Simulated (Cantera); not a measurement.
# Ignition delay

Mixture: H₂ : O₂ : N₂ = 1 : 0.575 : 2.53 (molar parts), equivalence ratio 0.87, at 9.87 atm, adiabatic and at constant pressure. Ignition delay is the time to a rise of 400 K.

Model: GRI-Mech 3.0 (53 species, 325 reactions), integrated in Cantera. The hydrogen kinetics of GRI-Mech 3.0 are dated; newer H2 mechanisms differ, most at raised pressure. Where the delays flatten at high temperature, the 400 K rule measures the pace of heat release, not the induction time.

```tsv
T0 (K)	delay (ms)
1075	1.77
1175	0.147
1275	0.00756
1375	0.00299
1475	0.00181
1575	0.00128
1675	0.000985
1775	0.000809
```
